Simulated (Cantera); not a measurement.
Charge: 1 mol HBr, 0.24 mol H2, 0.66 mol O2, equilibrated at 1127 °C and 82500 Torr.

Cantera equilibrium calculation (NASA polynomials, part measured and part estimated; ideal gas, pure solids and liquids). Candidate condensed phases: Br2, H2O; 12 gas species. The ideal-gas law is rough above about 30 bar. The numbers say what is thermodynamically allowed, not how fast it happens.

Base state: H2O 0.465, Br2 0.305, O2 0.194, HBr 0.0272, Br 0.00892, OH 2.01e-5 (mole fractions); condensed: gas only.

What changes in the equilibrium state with this change: pressure from 82500 Torr to 21800 Torr?


```
species   before    after
-------  -------  -------
H2O        0.465    0.457
Br2        0.305    0.294
O2         0.194    0.195
HBr       0.0272   0.0369
Br       0.00892   0.0170
OH       2.01e-5  2.78e-5
```
